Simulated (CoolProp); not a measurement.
Vapour-liquid equilibrium of ethylene (1) + carbon dioxide (2) at 2.03 MPa; x and y are mole fractions of (1).

Values from CoolProp's multi-fluid Helmholtz-energy mixture model, Smukala 2000 and Span 1996; pair parameters Bell 2016.

```csv
x,bubble temperature (K),y at the bubble point,dew temperature at overall composition x (K),liquid density (mol/L)
0.05,…,0.090,253.1,…
0.15,249.3,…,250.9,…
0.25,247.3,0.337,248.9,20.96
0.35,245.9,0.426,247.1,20.06
0.45,…,0.506,…,…
0.55,…,0.584,244.5,18.42
0.65,243.9,0.664,243.9,17.69
0.75,243.8,0.748,243.8,17.02
0.85,244.0,0.841,244.0,16.38
0.95,244.5,0.944,244.5,15.79
```

**Question.** Complete the blanks.

**Answer.** 
- 0.05, bubble temperature (K): 252.2
- 0.05, liquid density (mol/L): 22.87
- 0.15, y at the bubble point: 0.230
- 0.15, liquid density (mol/L): 21.91
- 0.45, bubble temperature (K): 244.9
- 0.45, dew temperature at overall composition x (K): 245.6
- 0.45, liquid density (mol/L): 19.21
- 0.55, bubble temperature (K): 244.3

y crosses x between x = 0.65 and 0.75: the model has an azeotrope there.

Pair parameters are fitted to limited data, so mixtures are less certain than the pure fluids.
